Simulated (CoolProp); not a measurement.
A single-stage vapour-compression cycle with R1224YDZ: evaporating at 266.15 K (dew point), condensing at 310.15 K (bubble point), superheat 10 K, subcooling 5 K, compressor efficiency 0.9, no pressure losses. Each further row changes one setting.

Computed with CoolProp (reference Helmholtz-energy equation of state, Akasaka 2023).

```csv
case,cooling COP,pressure ratio,discharge temperature (K),refrigerating effect (kJ/kg),volumetric capacity (kJ/m³)
as stated,4.75,5.52,320.5,143,380
evaporating temperature 271.15 K,?,?,319.9,?,481
condensing temperature 305.15 K,5.49,4.68,316.0,149,395
subcooling 10 K,4.94,5.52,320.5,149,395
superheat 20 K,?,5.52,330.6,151,384
compressor efficiency 0.8,4.22,5.52,324.9,143,380
```

Problem. Fill in the missing entries.

Solution. 
- evaporating temperature 271.15 K, cooling COP: 5.58
- evaporating temperature 271.15 K, pressure ratio: 4.40
- evaporating temperature 271.15 K, refrigerating effect (kJ/kg): 146
- superheat 20 K, cooling COP: 4.81
